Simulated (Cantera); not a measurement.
Input: 1 mol Si, 2.4 mol HCl, 20 mol H2, at 10.0 bar.

Method: chemical equilibrium by Gibbs-energy minimisation in Cantera with the NASA 1993 tables (ideal gas, pure condensed phases). Candidate condensed phases: Si; 19 gas species. The numbers say what is thermodynamically allowed, not how fast it happens. All values below are at 650 K.

Base state: H2 0.966, SiHCl3 0.0215, SiCl4 0.0103, SiH2Cl2 0.00261, SiH3Cl 6.51e-5, HCl 3.75e-5 (mole fractions); condensed: Si(s).

What changes in the equilibrium state with this change: pressure from 10.0 bar to 1.00 bar?


```tsv
species	before	after
H2	0.966	0.968
SiHCl3	0.0215	0.0161
SiCl4	0.0103	0.0150
SiH3Cl	6.51e-5	1.28e-5
SiH2Cl2	0.00261	0.00100
Si(s), mol	0.255	0.302
```
